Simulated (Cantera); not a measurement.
A perfectly stirred reactor is fed with NH3 : H2 = 1 : 3.6 (molar parts), at 0.0267 bar; it is held at 2125 K, and followed from long to short residence time.

Cantera simulation using the gas-phase N/H chemistry of the illustrative SiF4/NH3 mechanism in the Surface Chemkin manual (1991); the numbers are that mechanism's predictions, not measurements. Walls and surfaces, which speed up NH3 decomposition in real reactors, are not modelled.

**Question.** Predict: x(NH3) at τ = 7.80 s; x(H2) at τ = 7.80 s; x(N2) at τ = 7.80 s; x(NH2) at τ = 7.80 s; x(NH) at τ = 7.80 s; x(NH3) at τ = 0.240 s; x(H2) at τ = 0.240 s; x(N2) at τ = 0.240 s; x(NH2) at τ = 0.240 s; x(NH) at τ = 0.240 s.

**Answer.** 
| Item | Result |
|---|---|
| x(NH3) at τ = 7.80 s | 0.00414 |
| x(H2) at τ = 7.80 s | 0.903 |
| x(N2) at τ = 7.80 s | 0.0873 |
| x(NH2) at τ = 7.80 s | 7.28e-5 |
| x(NH) at τ = 7.80 s | 1.17e-5 |
| x(NH3) at τ = 0.240 s | 0.123 |
| x(H2) at τ = 0.240 s | 0.836 |
| x(N2) at τ = 0.240 s | 0.0383 |
| x(NH2) at τ = 0.240 s | 0.000593 |
| x(NH) at τ = 0.240 s | 2.52e-5 |
